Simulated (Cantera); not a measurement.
A closed system holds: 1 mol SiC, 7.1 mol N₂, at 210000 Pa.

These are equilibrium values from Cantera (NASA tables, ideal gas, pure condensed phases), not measurements of a reactor. Candidate condensed phases: C, Si, SiC, Si₃N₄; 32 gas species. Ions and electrons are included (thermal ionisation). The tables' values for SiN are old estimates; treat these amounts as uncertain. Equilibrium is a limit: real reactors are often held back by kinetics, nucleation or transport. All values below are at 3000 K.

Base state: N₂ 0.920, Si 0.0322, SiC₂ 0.0271, Si₂C 0.0131, SiN 0.00241, CN 0.00216, Si₂N 0.00101, Si₂ 0.000997 (mole fractions); condensed: C(graphite) + SiC(s).

**Question.** What changes in the equilibrium state with this change: SiC replaced by ZrN?

**Answer.** 
| species | before | after |
|---|---|---|
| N₂ | 0.920 | 1.000 |
| Si | 0.0322 | 0 |
| SiC₂ | 0.0271 | 0 |
| Si₂C | 0.0131 | 0 |
| SiN | 0.00241 | 0 |
| CN | 0.00216 | 0 |
| Si₂N | 0.00101 | 0 |
| Si₂ | 0.000997 | 0 |
| C₂N₂ | 0.000867 | 0 |
| C(graphite), mol | 0.157 | 0 |
| SiC(s), mol | 0.290 | 0 |
| ZrN(s), mol | 0 | 1.000 |
ZrN: taken at fixed stoichiometry. Further candidate phases: Zr, ZrN.
